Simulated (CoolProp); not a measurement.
Methane along the isobar 6170 kPa: density (kg/m³) from the reference equation and from simpler models built on Tc = 190.6 K, pc = 4599 kPa, ω = 0.011; each cubic takes its own stable root.

Model: reference Helmholtz-energy equation of state, Setzmann 1991, in CoolProp.

```csv
T (K),phase,reference
118,liquid,419.0
148.5,liquid,371.6
179.1,liquid,304.5
209.7,supercritical,105.1
240.3,supercritical,65.06
270.9,supercritical,51.53
301.5,supercritical,43.65
332.1,supercritical,38.25
362.6,supercritical,34.23
```

Task: How far does each simpler model (van der Waals, Redlich-Kwong, Soave-Redlich-Kwong, Peng-Robinson) lie from the reference over these 9 states: mean and median of the absolute difference, and the worst?

Result: 
- van der Waals: mean 12.1 %, median 3.3 %, worst -30.4 % at 118 K and 6170 kPa
- Redlich-Kwong: mean 1.5 %, median 0.4 %, worst -7.7 % at 179.1 K and 6170 kPa
- Soave-Redlich-Kwong: mean 1.7 %, median 0.7 %, worst -7.8 % at 179.1 K and 6170 kPa
- Peng-Robinson: mean 4.7 %, median 3.3 %, worst +12.5 % at 118 K and 6170 kPa
